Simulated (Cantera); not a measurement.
An isothermal, constant-pressure homogeneous reactor starts with CH4 : H2 : N2 = 0.037 : 1 : 0.0018 (molar parts), at 2200 K and 1200 Pa.

Computed with Cantera and GRI-Mech 3.0 (53 species, 325 reactions). GRI-Mech 3.0 stops at C3 and has no aromatics, soot or wall deposition, so with more carbon than oxygen in the feed, carbon stays in small species such as C2H2 where larger ones or solid carbon would form. Radical loss at walls, strong at low pressure, is not modelled.

Predict: x(CH4) at 8.00 s; x(H2) at 8.00 s; x(C2H4) at 8.00 s; x(HCN) at 8.00 s; x(CH2) at 8.00 s; x(H) at 8.00 s.


```json
{
  "x(CH4) at 8.00 s": "7.13e-6 (gas-phase equilibrium 6.98e-6)",
  "x(H2) at 8.00 s": "0.932 (gas-phase equilibrium 0.932)",
  "x(C2H4) at 8.00 s": "4.54e-7 (gas-phase equilibrium 4.25e-7)",
  "x(HCN) at 8.00 s": "6.15e-6 (gas-phase equilibrium 0.00218)",
  "x(CH2) at 8.00 s": "5.63e-7 (gas-phase equilibrium 5.52e-7)",
  "x(H) at 8.00 s": "0.0500 (gas-phase equilibrium 0.0500)"
}
```
